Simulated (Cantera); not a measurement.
Cantera run:

```python
import numpy as np
import cantera as ct

gas_names = """
    CL CL2 H HCL H2 Si SiCL SiCL2 SiCL3 SiCL4 SiH SiHCL3 SiH2 SiH2CL2 SiH3 SiH3CL SiH4 Si2 Si3
""".split()
cond_names = """
    Si(cr) Si(L)
""".split()


def load(file, names, dense=False):
    # The tables refer to 1 bar. Condensed volumes are neglected.
    table = {s.name: s for s in ct.Species.list_from_file(file)}
    out = []
    for n in names:
        d = dict(table[n].input_data)
        d["thermo"] = dict(d["thermo"], **{"reference-pressure": 1e5})
        if dense:
            d["equation-of-state"] = {"model": "constant-volume", "density": "1e6 g/cm^3"}
        out.append(ct.Species.from_dict(d))
    return out


gas = ct.Solution(thermo="ideal-gas", species=load("nasa_gas.yaml", gas_names))
cond = {s.name: ct.Solution(thermo="fixed-stoichiometry", species=[s], name=s.name)
        for s in load("nasa_condensed.yaml", cond_names, dense=True)}
atoms = {
    'Si2H6': {'Si': 2, 'H': 6},
    'Cl2': {'CL': 2},
    'H2': {'H': 2},
}
top_T = {}  # K; cautious upper limits of use, not melting points


def equilibrate(T, P, feed):
    n = {}
    for name, mol in feed.items():
        for a, k in atoms[name].items():
            n[a] = n.get(a, 0.0) + k * mol
    gas.TPX = T, P, n
    mass = sum(n.values()) * gas.mean_molecular_weight
    gas.equilibrate("TP")
    valid = [c for c in cond.values() if c.min_temp <= T <= top_T.get(c.name, c.max_temp)]
    mix = ct.Mixture([(gas, mass / gas.mean_molecular_weight)] + [(c, 0.0) for c in valid])
    mix.T, mix.P = T, P
    mix.equilibrate("TP", solver="vcs", rtol=1e-11, max_steps=5000)
    return mix


results = []
feed = {'Si2H6': 1, 'Cl2': 0.12, 'H2': 360}  # mol
P = 10000  # Pa
for T in [1198, 1248, 1298, 1348, 1398, 1448, 1498, 1548, 1598, 1648, 1698, 1748]:
    mix = equilibrate(T, P, feed)
    results.append((T, P, feed, dict(zip(mix.species_names, mix.species_moles))))

top = {s: max(r[3][s] / sum(r[3][g] for g in gas_names) for r in results) for s in gas_names}
cols = sorted((s for s in top if top[s] > 0.0001), key=lambda s: -top[s])[:8]
seen = [c for c in cond_names if any(r[3].get(c, 0) > 1e-12 for r in results)]
print("log10 of partial pressures in bar; condensed amounts in mol")
print(f"{'T/K':>10s}" + "".join(f"{s[:9]:>10s}" for s in cols + seen))
for T, P, feed, n in results:
    ng = sum(n[g] for g in gas_names)
    print(f"{T:10.4g}" + "".join(f"{np.log10(max(n[s] / ng * P / 1e5, 1e-99)):10.3f}" for s in cols)
          + "".join(f"{n.get(c, 0):10.4g}" for c in seen))
```

Output:

```
log10 of partial pressures in bar; condensed amounts in mol
       T/K        H2         H       HCL    Si(cr)     Si(L)
      1198    -1.000    -7.221    -4.181         2         0
      1248    -1.000    -6.831    -4.181         2         0
      1298    -1.000    -6.470    -4.181     1.999         0
      1348    -1.000    -6.136    -4.182     1.999         0
      1398    -1.000    -5.825    -4.182     1.999         0
      1448    -1.000    -5.536    -4.182     1.999         0
      1498    -1.000    -5.265    -4.182     1.999         0
      1548    -1.000    -5.012    -4.182     1.998         0
      1598    -1.000    -4.774    -4.182     1.997         0
      1648    -1.000    -4.551    -4.182     1.995         0
      1698    -1.000    -4.340    -4.182         0     1.991
      1748    -1.001    -4.141    -4.182         0     1.984
```

Method: chemical equilibrium by Gibbs-energy minimisation in Cantera with the NASA 1993 tables (ideal gas, pure condensed phases). The feed counts by its element totals alone. Gases not in the tables: Si2H6 and higher silanes.
